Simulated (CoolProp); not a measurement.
Sulfur dioxide at several states: Z from the reference equation and from simpler models built on Tc = 157.5 °C, pc = 78.87 bar, ω = 0.256; each cubic takes its own stable root.

Values from CoolProp's reference Helmholtz-energy equation of state, Gao 2016.

```csv
T (°C),p (bar),phase,reference
213.95,10.7,gas,0.9691
223.45,94.1,supercritical,0.7150
145.35,6.74,gas,0.9664
127.05,1.45,gas,0.9917
125.75,0.216,gas,0.9988
```

### Question
How far does each simpler model (Pitzer virial, Redlich-Kwong, Soave-Redlich-Kwong) lie from the reference over these 5 states: mean and median of the absolute difference, and the worst?

### Answer
- Pitzer virial: mean 1.0 %, median 0.0 %, worst +4.9 % at 223.45 °C and 94.1 bar
- Redlich-Kwong: mean 0.7 %, median 0.1 %, worst -3.2 % at 223.45 °C and 94.1 bar
- Soave-Redlich-Kwong: mean 0.5 %, median 0.1 %, worst +2.2 % at 223.45 °C and 94.1 bar
